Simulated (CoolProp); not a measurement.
A single-stage vapour-compression cycle with R152A: evaporating at 239.15 K (dew point), condensing at 297.15 K (bubble point), superheat 10 K, subcooling 5 K, compressor efficiency 0.9, no pressure losses. Each further row changes one setting.

Computed with CoolProp (reference Helmholtz-energy equation of state, Outcalt 1996). It is a modified Benedict-Webb-Rubin equation, recast in Helmholtz form.

| case | cooling COP | pressure ratio | discharge temperature (K) | refrigerating effect (kJ/kg) | volumetric capacity (kJ/m³) |
|---|---|---|---|---|---|
| as stated | 3.04 | 9.08 | 341.7 | 259 | 541 |
| evaporating temperature 244.15 K | 3.47 | 7.16 | 337.3 | 263 | 686 |
| condensing temperature 292.15 K | [?] | [?] | 334.9 | 268 | 559 |
| subcooling 10 K | 3.14 | 9.08 | 341.7 | 268 | 559 |
| superheat 20 K | 3.03 | 9.08 | [?] | 269 | 537 |
| compressor efficiency 0.8 | 2.70 | 9.08 | [?] | 259 | 541 |

Q: What belongs in the gaps?

A: 
- condensing temperature 292.15 K, cooling COP: 3.40
- condensing temperature 292.15 K, pressure ratio: 7.80
- superheat 20 K, discharge temperature (K): 352.4
- compressor efficiency 0.8, discharge temperature (K): 350.4
